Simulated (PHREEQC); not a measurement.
## Polishing slurry liquid

A solution holds 0.0015 mol/kgw K2CO3 and 0.017 mol/kgw Fe(NO3)3, at 25 °C. Closed to the air; pH follows from the charge balance.

Computed with PHREEQC (ion-association model, phreeqc.dat).

```
Property                   Value
----------------  --------------
pH                          2.22
ionic strength    0.0948 mol/kgw
total alkalinity    -31.0 meq/kg
```

```
species     molality  activity   log γ
----------  --------  --------  ------
NO3-          0.0510    0.0386  -0.120
H+           0.00731   0.00605  -0.082
Fe+3         0.00715   0.00130  -0.740
FeOH+2       0.00363   0.00139  -0.417
K+           0.00300   0.00230  -0.115
Fe2(OH)2+4   0.00253   5.18e-5  -1.689
CO2          0.00150   0.00153   0.009
Fe3(OH)4+5  0.000358   8.21e-7  -2.639
Fe(OH)2+     9.58e-5   7.59e-5  -0.102
HCO3-        1.42e-7   1.13e-7  -0.102
```

This is a speciation only: nothing precipitates in the calculation. The solution is supersaturated, for example in Hematite (slow to form), Goethite (slow to form), so a real one may precipitate; this is no full list.
